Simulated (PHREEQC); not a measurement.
Dissolve 0.096 mol (CH3)4NF, 0.0035 mol Na2CO3 and 0.15 mol Na2S per kg of water at 20 °C. Closed to the air; pH follows from the charge balance.

All values are PHREEQC results (ion-association model, wateq4f.dat), not measurements.

| quantity | before | after |
|---|---|---|
| pH | 12.77 | 11.51 |
| ionic strength (mol/kgw) | 0.485 | 0.482 |
| F- (mol/kgw) | 0.0897 | 0.0901 |
| NaF (mol/kgw) | 0.00626 | 0.00586 |
| NaCO3- (mol/kgw) | 0.00178 | 0.00306 |
| CO3-2 (mol/kgw) | 0.00172 | 0.000436 |
| SI of Natron (Na2CO3:10H2O) | -3.28 | -5.52 |
| SI of Nahcolite (NaHCO3) | -5.86 | -5.88 |

### Question
Name the change that produced these shifts.
(A) diluted 5-fold with water
(B) Na2S left out
(C) temperature from 20 to 65 °C
(D) (CH3)4NF from 0.096 to 0.0864 mol/kgw

### Answer
C, temperature from 20 to 65 °C

No solid was allowed to form. With this much S-2 the pH rests on the database's HS-/S-2 constant; if that pK is higher, the solution is more alkaline. (CH3)4N+ isn't in the database: it is added as a free cation with an ion size of 4 Å. Constants without temperature data keep their 25 °C values here. The database's pK near 12.9 for HS-/S-2 is now thought far too low, so its S-2 is overstated.
